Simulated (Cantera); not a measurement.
What does this Cantera script print?

```python
import numpy as np
import cantera as ct

gas = ct.Solution("gri30.yaml")
gas.TPX = 1475, 100000, {'C3H8': 1, 'H2': 1.5}
reactor = ct.IdealGasConstPressureReactor(gas, energy="off", clone=False)
net = ct.ReactorNet([reactor])
net.rtol, net.atol = 1e-08, 1e-18
show = ['C3H8', 'H2', 'C2H2', 'H', 'CH4', 'C2H4', 'CH3']
times = np.geomspace(0.0003, 1, 15)

steps = ct.SolutionArray(gas, extra=["t"])
rows = []
print(f"{'t/s':>10s}{'T/K':>9s}{'P/Pa':>11s}" + "".join(f"{s:>11s}" for s in show))
for t in times:
    while net.time < t:
        t_next = net.step()
        steps.append(gas.state, t=t_next)
    rows.append([np.interp(t, steps.t, y) for y in (steps.T, steps.P, *steps(*show).X.T)])
    print(f"{t:10.3e}{rows[-1][0]:9.1f}{rows[-1][1]:11.4g}" + "".join(f"{x:11.3e}" for x in rows[-1][2:]))
rate = np.gradient(steps.T, steps.t)
print("integrator steps:", len(steps.t))
if steps.T.max() > steps.T[0] + 200:
    print(f"time of steepest temperature rise: {steps.t[rate.argmax()]:.4e} s")
gas.TPX = 1475, 100000, {'C3H8': 1, 'H2': 1.5}
gas.equilibrate("TP")
print(f"equilibrium (TP): T = {gas.T:.1f} K  " + "  ".join(f"{s} {gas[s].X[0]:.3e}" for s in show))
```

Result:

```
       t/s      T/K       P/Pa       C3H8         H2       C2H2          H        CH4       C2H4        CH3
 3.000e-04   1475.0      1e+05  6.790e-03  4.808e-01  2.806e-02  6.859e-05  2.176e-01  2.542e-01  7.587e-04
 5.355e-04   1475.0      1e+05  1.017e-03  4.875e-01  4.253e-02  4.075e-05  2.195e-01  2.429e-01  3.828e-04
 9.558e-04   1475.0      1e+05  1.121e-04  4.953e-01  5.687e-02  2.555e-05  2.179e-01  2.265e-01  2.269e-04
 1.706e-03   1475.0      1e+05  1.450e-05  5.035e-01  7.249e-02  1.839e-05  2.153e-01  2.069e-01  1.577e-04
 3.045e-03   1475.0      1e+05  6.460e-06  5.130e-01  9.120e-02  1.507e-05  2.119e-01  1.826e-01  1.248e-04
 5.436e-03   1475.0      1e+05  4.395e-06  5.249e-01  1.147e-01  1.382e-05  2.077e-01  1.519e-01  1.098e-04
 9.703e-03   1475.0      1e+05  2.965e-06  5.388e-01  1.423e-01  1.306e-05  2.026e-01  1.155e-01  9.879e-05
 1.732e-02   1475.0      1e+05  1.785e-06  5.522e-01  1.691e-01  1.204e-05  1.979e-01  8.028e-02  8.698e-05
 3.092e-02   1475.0      1e+05  1.064e-06  5.616e-01  1.882e-01  1.102e-05  1.947e-01  5.510e-02  7.705e-05
 5.519e-02   1475.0      1e+05  7.755e-07  5.656e-01  1.969e-01  1.042e-05  1.936e-01  4.352e-02  7.200e-05
 9.851e-02   1475.0      1e+05  7.161e-07  5.659e-01  1.987e-01  1.025e-05  1.941e-01  4.093e-02  7.096e-05
 1.758e-01   1475.0      1e+05  7.117e-07  5.650e-01  1.986e-01  1.018e-05  1.955e-01  4.067e-02  7.109e-05
 3.139e-01   1475.0      1e+05  7.103e-07  5.634e-01  1.982e-01  1.009e-05  1.975e-01  4.051e-02  7.139e-05
 5.602e-01   1475.0      1e+05  7.085e-07  5.614e-01  1.978e-01  9.973e-06  2.002e-01  4.030e-02  7.179e-05
 1.000e+00   1475.0      1e+05  7.066e-07  5.593e-01  1.973e-01  9.857e-06  2.030e-01  4.008e-02  7.219e-05
integrator steps: 1174
equilibrium (TP): T = 1475.0 K  C3H8 7.049e-07  H2 5.573e-01  C2H2 1.969e-01  H 9.749e-06  CH4 2.056e-01  C2H4 3.988e-02  CH3 7.258e-05
```

Computed with Cantera and GRI-Mech 3.0 (53 species, 325 reactions). GRI-Mech 3.0 was tuned for natural gas; its chemistry of propane as a main component is partial and can be far from experiment. GRI-Mech 3.0 stops at C3 and has no aromatics, soot or wall deposition, so with more carbon than oxygen in the feed, carbon stays in small species such as C2H2 where larger ones or solid carbon would form.
